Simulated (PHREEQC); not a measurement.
Dissolve 0.0027 mol/kgw HF, 0.00086 mol/kgw NH4F and 0.00051 mol/kgw (NH4)2SiF6 at 20 °C. Closed to the air; pH follows from the charge balance.

Equilibrium calculation in PHREEQC: ion-association model, phreeqc.dat.

```json
[
 {"quantity": "pH", "before": "3.08", "after": "3.55"},
 {"quantity": "ionic strength (mol/kgw)", "before": "0.00325", "after": "0.00235"},
 {"quantity": "HF (mol/kgw)", "before": "0.00188", "after": "0.000675"},
 {"quantity": "F- (mol/kgw)", "before": "0.00176", "after": "0.00182"},
 {"quantity": "HF2- (mol/kgw)", "before": "1.22e-5", "after": "4.53e-6"},
 {"quantity": "NH3 (mol/kgw)", "before": "8.46e-10", "after": "1.14e-9"}
]
```

Question: Name the change that produced these shifts.
(A) (NH4)2SiF6 replaced by (CH3)4NF at the same molality
(B) NH4F from 0.00086 to 0.00172 mol/kgw
(C) HF left out
(D) (NH4)2SiF6 replaced by K2SiO3 at the same molality
(E) (NH4)2SiF6 replaced by KF at the same molality

Answer: D, (NH4)2SiF6 replaced by K2SiO3 at the same molality

This is a speciation only: nothing precipitates in the calculation. Some of these states are supersaturated (in Quartz (slow to form), Chalcedony (slow to form), for instance). SiF6-2 is the database's only silicon fluoride.
